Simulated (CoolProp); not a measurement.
Saturation properties of chloromethane (R40).

The numbers come from the reference Helmholtz-energy equation of state, Thol 2014 in CoolProp.

```csv
T (K),p (kPa),liquid density (kg/m³),vapour density (kg/m³),liquid cp (kJ/(kg K)),surface tension (mN/m)
244.2,81.20,1012,2.083,1.584,24.3
255.1,130.2,993.0,3.235,1.580,22.5
266.1,___,973.3,4.846,___,20.6
277,296.4,953.1,6.994,1.591,18.8
287.9,423.6,932.2,9.810,1.606,17.0
298.8,___,910.5,13.43,___,15.3
309.8,799.0,887.6,18.08,1.658,13.6
320.7,1059,863.8,23.86,1.696,11.9
331.6,1375,838.7,___,1.745,10.3
342.6,1761,811.7,40.09,1.810,8.66
353.5,2215,782.9,___,1.896,___
364.4,2750,751.4,65.18,2.018,5.65
375.4,3379,715.9,83.08,2.204,4.23
386.3,4102,675.1,106.3,2.520,2.90
```

Problem. What belongs in the gaps?

Solution. 
- 266.1, p (kPa): 200.6
- 266.1, liquid cp (kJ/(kg K)): 1.582
- 298.8, p (kPa): 588.3
- 298.8, liquid cp (kJ/(kg K)): 1.628
- 331.6, vapour density (kg/m³): 31.06
- 353.5, vapour density (kg/m³): 51.23
- 353.5, surface tension (mN/m): 7.13

It boils at 249.2 K under 1 atm.

Surface tension comes from a separate correlation (Mulero 2014).
